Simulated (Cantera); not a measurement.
Cantera run, input and output.

```python
import numpy as np
import cantera as ct

gas = ct.Solution("gri30.yaml")
gas.TPX = 925, 55000, {'H2': 0.48, 'O2': 1, 'N2': 3.8}
reactor = ct.IdealGasConstPressureReactor(gas, energy="off", clone=False)
net = ct.ReactorNet([reactor])
net.rtol, net.atol = 1e-08, 1e-18
show = ['H2', 'O2', 'H2O', 'N2O', 'NO', 'HO2']
times = np.geomspace(2e-06, 1, 10)

steps = ct.SolutionArray(gas, extra=["t"])
rows = []
print(f"{'t/s':>10s}{'T/K':>9s}{'P/Pa':>11s}" + "".join(f"{s:>11s}" for s in show))
for t in times:
    while net.time < t:
        t_next = net.step()
        steps.append(gas.state, t=t_next)
    rows.append([np.interp(t, steps.t, y) for y in (steps.T, steps.P, *steps(*show).X.T)])
    print(f"{t:10.3e}{rows[-1][0]:9.1f}{rows[-1][1]:11.4g}" + "".join(f"{x:11.3e}" for x in rows[-1][2:]))
rate = np.gradient(steps.T, steps.t)
print("integrator steps:", len(steps.t))
if steps.T.max() > steps.T[0] + 200:
    print(f"time of steepest temperature rise: {steps.t[rate.argmax()]:.4e} s")
gas.TPX = 925, 55000, {'H2': 0.48, 'O2': 1, 'N2': 3.8}
gas.equilibrate("TP")
print(f"equilibrium (TP): T = {gas.T:.1f} K  " + "  ".join(f"{s} {gas[s].X[0]:.3e}" for s in show))
```

Result:

```
       t/s      T/K       P/Pa         H2         O2        H2O        N2O         NO        HO2
 2.000e-06    925.0    5.5e+04  9.091e-02  1.894e-01  1.689e-14  9.437e-22  3.159e-29  1.572e-12
 8.595e-06    925.0    5.5e+04  9.091e-02  1.894e-01  6.994e-13  3.948e-20  3.070e-27  7.688e-12
 3.694e-05    925.0    5.5e+04  9.091e-02  1.894e-01  1.906e-11  1.646e-18  2.702e-25  4.800e-11
 1.587e-04    925.0    5.5e+04  9.091e-02  1.894e-01  5.822e-10  5.951e-17  4.520e-23  6.160e-10
 6.822e-04    925.0    5.5e+04  9.091e-02  1.894e-01  1.493e-07  1.578e-14  1.298e-18  1.217e-07
 2.932e-03    925.0    5.5e+04  3.248e-02  1.645e-01  6.113e-02  4.055e-09  2.129e-08  8.437e-05
 1.260e-02    925.0    5.5e+04  3.176e-02  1.642e-01  6.185e-02  4.166e-09  5.685e-09  2.902e-05
 5.415e-02    925.0    5.5e+04  3.001e-02  1.634e-01  6.352e-02  4.472e-09  7.730e-09  3.978e-05
 2.327e-01    925.0    5.5e+04  1.941e-02  1.588e-01  7.451e-02  6.429e-09  7.169e-09  3.885e-05
 1.000e+00    925.0    5.5e+04  3.403e-03  1.522e-01  9.157e-02  1.273e-08  3.480e-09  1.619e-05
integrator steps: 1298
equilibrium (TP): T = 925.0 K  H2 2.601e-12  O2 1.508e-01  H2O 9.524e-02  N2O 6.933e-10  NO 1.069e-05  HO2 1.669e-10
```

Model: GRI-Mech 3.0 (53 species, 325 reactions), integrated in Cantera. Below about 950 K walls govern HO2 and H2O2 in real vessels. The temperature is held fixed by assumption; the heat of reaction is taken as removed at once.
